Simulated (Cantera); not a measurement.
A perfectly stirred reactor is fed with CH₄ : H₂ : H₂O = 1 : 7.5 : 0.012 (molar parts), at 760 Torr; it is held at 1725 K, and followed from long to short residence time.

Model: GRI-Mech 3.0 (53 species, 325 reactions), integrated in Cantera. GRI-Mech 3.0 stops at C3 and has no aromatics, soot or wall deposition, so with more carbon than oxygen in the feed, carbon stays in small species such as C2H2 where larger ones or solid carbon would form.

Task: Predict: x(CH₄) at τ = 0.480 s; x(H₂) at τ = 0.480 s; x(C₂H₂) at τ = 0.480 s; x(CH₂) at τ = 0.480 s; x(C₂H₆) at τ = 0.480 s; x(CH₄) at τ = 17.0 ms; x(H₂) at τ = 17.0 ms; x(C₂H₂) at τ = 17.0 ms; x(CH₂) at τ = 17.0 ms; x(C₂H₆) at τ = 17.0 ms.

Result: 
- x(CH₄) at τ = 0.480 s = 0.0321
- x(H₂) at τ = 0.480 s = 0.928
- x(C₂H₂) at τ = 0.480 s = 0.0367
- x(CH₂) at τ = 0.480 s = 2.38e-8
- x(C₂H₆) at τ = 0.480 s = 5.54e-6
- x(CH₄) at τ = 17.0 ms = 0.0880
- x(H₂) at τ = 17.0 ms = 0.897
- x(C₂H₂) at τ = 17.0 ms = 0.0123
- x(CH₂) at τ = 17.0 ms = 5.51e-8
- x(C₂H₆) at τ = 17.0 ms = 3.13e-5
